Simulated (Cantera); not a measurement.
An isothermal, constant-pressure homogeneous reactor starts with CH₄ : CO₂ = 1 : 0.31 (molar parts), at 1575 K and 13300 Pa. Integrator tolerance rtol = 1e-08.

Model: GRI-Mech 3.0 (53 species, 325 reactions), integrated in Cantera. GRI-Mech 3.0 stops at C3 and has no aromatics, soot or wall deposition, so with more carbon than oxygen in the feed, carbon stays in small species such as C2H2 where larger ones or solid carbon would form.

Question: What does this change do: pressure from 13300 Pa to 57000 Pa?

Answer: 
```
quantity                                           before                                    after
----------------  ---------------------------------------  ---------------------------------------
x(CH₄) at 4.00 s   0.0301 (gas-phase equilibrium 0.00917)    0.0411 (gas-phase equilibrium 0.0350)
x(CO₂) at 4.00 s  0.00910 (gas-phase equilibrium 2.71e-8)  0.00683 (gas-phase equilibrium 1.27e-7)
x(CH₃) at 4.00 s  9.26e-5 (gas-phase equilibrium 2.70e-5)  6.23e-5 (gas-phase equilibrium 5.09e-5)
x(HCO) at 4.00 s  2.30e-9 (gas-phase equilibrium 3.49e-9)  5.51e-9 (gas-phase equilibrium 7.29e-9)
x(C₂H) at 4.00 s  7.89e-8 (gas-phase equilibrium 5.40e-8)  3.28e-8 (gas-phase equilibrium 2.39e-8)
x(O) at 4.00 s    1.26e-11 (gas-phase equilibrium <1e-12)  2.35e-12 (gas-phase equilibrium <1e-12)
x(CO) at 4.00 s       0.164 (gas-phase equilibrium 0.239)      0.194 (gas-phase equilibrium 0.246)
```

Question: What does this change do: temperature 1575 to 2173 K?

Answer: 
| quantity | before | after |
|---|---|---|
| x(CH₄) at 4.00 s | 0.0301 (gas-phase equilibrium 0.00917) | 0.000140 (gas-phase equilibrium 0.000140) |
| x(CO₂) at 4.00 s | 0.00910 (gas-phase equilibrium 2.71e-8) | 8.97e-9 (gas-phase equilibrium 9.00e-9) |
| x(CH₃) at 4.00 s | 9.26e-5 (gas-phase equilibrium 2.70e-5) | 4.51e-5 (gas-phase equilibrium 4.53e-5) |
| x(HCO) at 4.00 s | 2.30e-9 (gas-phase equilibrium 3.49e-9) | 8.15e-8 (gas-phase equilibrium 8.15e-8) |
| x(C₂H) at 4.00 s | 7.89e-8 (gas-phase equilibrium 5.40e-8) | 7.07e-5 (gas-phase equilibrium 7.07e-5) |
| x(O) at 4.00 s | 1.26e-11 (gas-phase equilibrium <1e-12) | 3.28e-12 (gas-phase equilibrium 3.29e-12) |
| x(CO) at 4.00 s | 0.164 (gas-phase equilibrium 0.239) | 0.235 (gas-phase equilibrium 0.235) |
